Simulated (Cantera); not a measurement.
Charge: 1 mol CF4, 0.013 mol CH4, equilibrated at 823 K and 4.70e-5 bar.

Method: chemical equilibrium by Gibbs-energy minimisation in Cantera with the NASA 1993 tables (ideal gas, pure condensed phases). Candidate condensed phases: C, C6H6, C7H8, C8H18; 95 gas species. Condensed phases not in the tables: fluorocarbon polymer. Gases not in the tables: C2F6 and larger saturated fluorocarbons. Equilibrium is a limit: real reactors are often held back by kinetics, nucleation or transport.

Base state: CF4 0.950, HF 0.0500 (mole fractions); condensed: C(graphite).

Question: What changes in the equilibrium state with this change: CH4 from 0.013 to 0.085 mol?

Answer: 
```
species           before  after
----------------  ------  -----
CF4                0.950  0.729
HF                0.0500  0.271
C(graphite), mol  0.0260  0.170
```

Question: What changes in the equilibrium state with this change: CH4 from 0.013 to 0.19 mol?

Answer: 
```csv
species,before,after
CF4,0.950,0.516
HF,0.0500,0.484
"C(graphite), mol",0.0260,0.380
```
